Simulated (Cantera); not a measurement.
A Cantera script and what it prints.

```python
import numpy as np
import cantera as ct

gas_names = """
    B BCL BCL2 BCL3 BH BH2 BH3 BO BOCL BO2 B2 B2O B2O2 B2O3 B3O3CL3 B3O3H3 CL CLO CL2 H HBO HBO2 HCL
    HOCL HO2 H2 H2O H2O2 H3B3O6 O OH O2 O3
""".split()
cond_names = """
    B(b) B(L) B2O3(L) B3O3H3(cr) H2O(s) H2O(L)
""".split()


# ... load() reads the species with a 1 bar reference pressure and builds the phases ...
atoms = {
    'BCl3': {'B': 1, 'CL': 3},
    'H2O': {'H': 2, 'O': 1},
    'H2': {'H': 2},
}
top_T = {}  # K; cautious upper limits of use, not melting points


# ... equilibrate(T, P, feed) seeds the gas with the atoms and calls Mixture.equilibrate('TP', solver="vcs", rtol=1e-11, max_steps=5000) ...
results = []
P = 100000  # Pa
for T in [1098, 1173, 1248, 1323, 1398, 1473, 1548, 1623, 1698, 1773, 1848]:
    for m in [0.14, 0.27, 0.5, 0.92, 1.7, 3.2, 5.9, 11]:
        feed = {'BCl3': 1, 'H2O': m, 'H2': 37}  # mol
        mix = equilibrate(T, P, feed)
        results.append((T, P, feed, dict(zip(mix.species_names, mix.species_moles))))

for T, P, feed, n in results:
    print(f"{T:7g} {feed['H2O']:10.4g}  " + (" + ".join(c for c in cond_names if n.get(c, 0) > 1e-12) or "gas only"))
```

It prints:

```
   1098       0.14  B(b)
   1098       0.27  B(b)
   1098        0.5  B(b)
   1098       0.92  B2O3(L)
   1098        1.7  B2O3(L)
   1098        3.2  B2O3(L)
   1098        5.9  B2O3(L)
   1098         11  B2O3(L)
   1173       0.14  B(b)
   1173       0.27  B(b)
   1173        0.5  B(b)
   1173       0.92  B2O3(L)
   1173        1.7  B2O3(L)
   1173        3.2  B2O3(L)
   1173        5.9  B2O3(L)
   1173         11  B2O3(L)
   1248       0.14  B(b)
   1248       0.27  B(b)
   1248        0.5  B(b)
   1248       0.92  B2O3(L)
   1248        1.7  B2O3(L)
   1248        3.2  B2O3(L)
   1248        5.9  B2O3(L)
   1248         11  B2O3(L)
   1323       0.14  B(b)
   1323       0.27  B(b)
   1323        0.5  B(b)
   1323       0.92  B2O3(L)
   1323        1.7  B2O3(L)
   1323        3.2  B2O3(L)
   1323        5.9  B2O3(L)
   1323         11  B2O3(L)
   1398       0.14  B(b)
   1398       0.27  B(b)
   1398        0.5  B(b)
   1398       0.92  B(b) + B2O3(L)
   1398        1.7  B2O3(L)
   1398        3.2  B2O3(L)
   1398        5.9  B2O3(L)
   1398         11  B2O3(L)
   1473       0.14  B(b)
   1473       0.27  B(b)
   1473        0.5  B(b)
   1473       0.92  B(b) + B2O3(L)
   1473        1.7  B2O3(L)
   1473        3.2  B2O3(L)
   1473        5.9  B2O3(L)
   1473         11  B2O3(L)
   1548       0.14  B(b)
   1548       0.27  B(b)
   1548        0.5  B(b)
   1548       0.92  B(b)
   1548        1.7  B2O3(L)
   1548        3.2  B2O3(L)
   1548        5.9  B2O3(L)
   1548         11  B2O3(L)
   1623       0.14  B(b)
   1623       0.27  B(b)
   1623        0.5  B(b)
   1623       0.92  B(b)
   1623        1.7  B2O3(L)
   1623        3.2  B2O3(L)
   1623        5.9  B2O3(L)
   1623         11  gas only
   1698       0.14  B(b)
   1698       0.27  B(b)
   1698        0.5  B(b)
   1698       0.92  B(b)
   1698        1.7  B2O3(L)
   1698        3.2  B2O3(L)
   1698        5.9  gas only
   1698         11  gas only
   1773       0.14  B(b)
   1773       0.27  B(b)
   1773        0.5  B(b)
   1773       0.92  B(b)
   1773        1.7  B2O3(L)
   1773        3.2  gas only
   1773        5.9  gas only
   1773         11  gas only
   1848       0.14  B(b)
   1848       0.27  B(b)
   1848        0.5  B(b)
   1848       0.92  B(b)
   1848        1.7  gas only
   1848        3.2  gas only
   1848        5.9  gas only
   1848         11  gas only
```

Cantera equilibrium calculation (NASA polynomials, part measured and part estimated; ideal gas, pure solids and liquids). Mutual solubility and eutectic melting of coexisting phases are not modelled. The tables' values for BCl2 are old estimates. Gases not in the tables: H3BO3.
